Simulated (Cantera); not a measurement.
A Cantera script and what it prints.

```python
import numpy as np
import cantera as ct

gas_names = """
    CL CL2 H HCL H2 Si SiCL SiCL2 SiCL3 SiCL4 SiH SiHCL3 SiH2 SiH2CL2 SiH3 SiH3CL SiH4 Si2 Si3
""".split()
cond_names = """
    Si(cr) Si(L)
""".split()


# ... load() reads the species with a 1 bar reference pressure and builds the phases ...
atoms = {
    'Si': {'Si': 1},
    'HCl': {'H': 1, 'CL': 1},
}
top_T = {}  # K; cautious upper limits of use, not melting points


# ... equilibrate(T, P, feed) seeds the gas with the atoms and calls Mixture.equilibrate('TP', solver="vcs", rtol=1e-11, max_steps=5000) ...
results = []
T = 973  # K
P = 13332.2  # Pa
for m in [1.2, 2.1, 3.6, 6, 10, 17, 29]:
    feed = {'Si': 1, 'HCl': m}  # mol
    mix = equilibrate(T, P, feed)
    results.append((T, P, feed, dict(zip(mix.species_names, mix.species_moles))))
    x = sorted(zip(gas.X, gas.species_names), reverse=True)
    print(f"T = {T:g} K  P = {P:g} Pa  n(HCl) = {m:g} mol  gas = {mix.phase_moles(0):.4g} mol")
    print("   x: " + "  ".join(f"{s} {v:.3e}" for v, s in x if v > 0.0001))
    print("   condensed (mol): " + ("  ".join(f"{mix.phase(i).name} {mix.phase_moles(i):.4g}"
          for i in range(1, mix.n_phases) if mix.phase_moles(i) > 1e-12) or "none"))
```

Output:

```
T = 973 K  P = 13332.2 Pa  n(HCl) = 1.2 mol  gas = 0.8901 mol
   x: H2 6.336e-01  SiCL4 2.836e-01  SiHCL3 6.179e-02  HCL 1.634e-02  SiCL3 2.588e-03  SiH2CL2 1.406e-03  SiCL2 6.775e-04
   condensed (mol): Si(cr) 0.6884
T = 973 K  P = 13332.2 Pa  n(HCl) = 2.1 mol  gas = 1.558 mol
   x: H2 6.336e-01  SiCL4 2.836e-01  SiHCL3 6.179e-02  HCL 1.634e-02  SiCL3 2.588e-03  SiH2CL2 1.406e-03  SiCL2 6.775e-04
   condensed (mol): Si(cr) 0.4547
T = 973 K  P = 13332.2 Pa  n(HCl) = 3.6 mol  gas = 2.67 mol
   x: H2 6.336e-01  SiCL4 2.836e-01  SiHCL3 6.179e-02  HCL 1.634e-02  SiCL3 2.588e-03  SiH2CL2 1.406e-03  SiCL2 6.775e-04
   condensed (mol): Si(cr) 0.06513
T = 973 K  P = 13332.2 Pa  n(HCl) = 6 mol  gas = 5 mol
   x: HCL 4.012e-01  H2 3.988e-01  SiCL4 1.988e-01  SiHCL3 1.111e-03
   condensed (mol): none
T = 973 K  P = 13332.2 Pa  n(HCl) = 10 mol  gas = 9 mol
   x: HCL 6.669e-01  H2 2.220e-01  SiCL4 1.109e-01  SiHCL3 2.074e-04
   condensed (mol): none
T = 973 K  P = 13332.2 Pa  n(HCl) = 17 mol  gas = 16 mol
   x: HCL 8.126e-01  H2 1.249e-01  SiCL4 6.244e-02
   condensed (mol): none
T = 973 K  P = 13332.2 Pa  n(HCl) = 29 mol  gas = 28 mol
   x: HCL 8.929e-01  H2 7.141e-02  SiCL4 3.570e-02
   condensed (mol): none
```

These are equilibrium values from Cantera (NASA tables, ideal gas, pure condensed phases), not measurements of a reactor. The tables' values for SiCl3 are old estimates; treat these amounts as uncertain.
